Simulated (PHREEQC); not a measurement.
Make-up at 20 °C: 0.012 mol/kgw H2SeO4, 0.33 mol/kgw HCl and 0.00018 mol/kgw FeCl3. Closed to the air; pH follows from the charge balance.

The numbers come from PHREEQC with the ion-association model, wateq4f.dat.

Each row changes one thing in this solution. This is a speciation only: nothing precipitates in the calculation.

| case | pH | FeCl+2 (mol/kgw) | Fe+3 (mol/kgw) | FeCl2+ (mol/kgw) | FeCl3 (mol/kgw) | FeOH+2 (mol/kgw) | SI of Goethite (FeOOH) | SI of Hematite (Fe2O3) |
|---|---|---|---|---|---|---|---|---|
| as made | 0.57 | 9.91e-5 | 4.10e-5 | 3.90e-5 | 5.86e-7 | 3.07e-7 | -2.84 | -3.69 |
| diluted 10-fold with water | 1.52 | 4.64e-6 | 1.19e-5 | 4.08e-7 | 9.41e-10 | 1.03e-6 | -0.10 | +1.78 |
| diluted 5-fold with water | 1.23 | 1.33e-5 | 2.00e-5 | 1.92e-6 | 7.92e-9 | 8.10e-7 | -0.86 | +0.26 |
| H2SeO4 left out | 0.59 | 9.88e-5 | 4.06e-5 | 3.97e-5 | 6.03e-7 | 3.17e-7 | -2.79 | -3.58 |
| HCl from 0.33 to 1.65 mol/kgw | -0.09 | 9.33e-5 | 9.21e-6 | 7.31e-5 | 4.41e-6 | 1.41e-8 | -5.74 | -9.48 |

The ionic strength passes 0.7 mol/kgw, the rough limit of the ion-association models, in HCl from 0.33 to 1.65 mol/kgw. Some of these states are supersaturated (in Hematite (slow to form), for instance).
